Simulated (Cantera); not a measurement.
An isothermal, constant-pressure homogeneous reactor starts with N2O : H2O = 1 : 0.029 (molar parts), at 1373 K and 101000 Pa.

Cantera simulation using GRI-Mech 3.0 (53 species, 325 reactions); the numbers are that mechanism's predictions, not measurements. GRI-Mech 3.0 was tuned for natural gas; its chemistry of N2O as a main component is partial and can be far from experiment. The mechanism lacks the step 2 NO + O2 → 2 NO2, which can matter for NO2 below about 1400 K. The temperature is held fixed by assumption; the heat of reaction is taken as removed at once.

Problem. Predict: x(N2O) at 30.0 s; x(H2O) at 30.0 s; x(O) at 30.0 s; x(N2) at 30.0 s; x(NO) at 30.0 s.

Solution. 
```json
{
  "x(N2O) at 30.0 s": "1.75e-6 (gas-phase equilibrium 4.17e-8)",
  "x(H2O) at 30.0 s": "0.0190 (gas-phase equilibrium 0.0190)",
  "x(O) at 30.0 s": "3.30e-7 (gas-phase equilibrium 3.52e-7)",
  "x(N2) at 30.0 s": "0.614 (gas-phase equilibrium 0.654)",
  "x(NO) at 30.0 s": "0.0800 (gas-phase equilibrium 0.000709)"
}
```
